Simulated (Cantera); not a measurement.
A closed system holds: 1 mol Al, 81 mol NH3, 30 mol H2, held at 625 K and 20.0 Pa.

Method: chemical equilibrium by Gibbs-energy minimisation in Cantera with the NASA 1993 tables (ideal gas, pure condensed phases). Candidate condensed phases: Al, AlN; 13 gas species. Rates play no part.

### Question
What is the equilibrium state?

### Answer
| Quantity | Value |
|---|---|
| x(H2) | 0.791 |
| x(N2) | 0.209 |
| x(NH3) | 1.77e-6 |
| n(AlN(s)) | 1.00 mol |
| gas amount | 191.5 mol |
| log10 activity of Al(s) (absent) | -18.90 |
